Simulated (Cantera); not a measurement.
An isothermal, constant-pressure homogeneous reactor starts with NO : N2 = 1 : 2.4 (molar parts), at 1900 K and 14.3 Torr. Integrator tolerance rtol = 1e-08.

Cantera simulation using GRI-Mech 3.0 (53 species, 325 reactions); the numbers are that mechanism's predictions, not measurements. Radical loss at walls, strong at low pressure, is not modelled.

Question: What does this change do: N2 2.4 to 12 parts?

Answer: 
| quantity | before | after |
|---|---|---|
| x(NO) at 5.00 s | 0.275 (gas-phase equilibrium 0.00495) | 0.0753 (gas-phase equilibrium 0.00266) |
| x(N2O) at 5.00 s | 2.76e-5 (gas-phase equilibrium 4.02e-8) | 2.32e-6 (gas-phase equilibrium 2.30e-8) |
| x(NO2) at 5.00 s | 1.69e-5 (gas-phase equilibrium 1.16e-6) | 1.78e-6 (gas-phase equilibrium 3.16e-7) |
| x(O) at 5.00 s | 0.000280 (gas-phase equilibrium 0.000826) | 0.000102 (gas-phase equilibrium 0.000418) |
| x(N2) at 5.00 s | 0.715 (gas-phase equilibrium 0.850) | 0.924 (gas-phase equilibrium 0.960) |
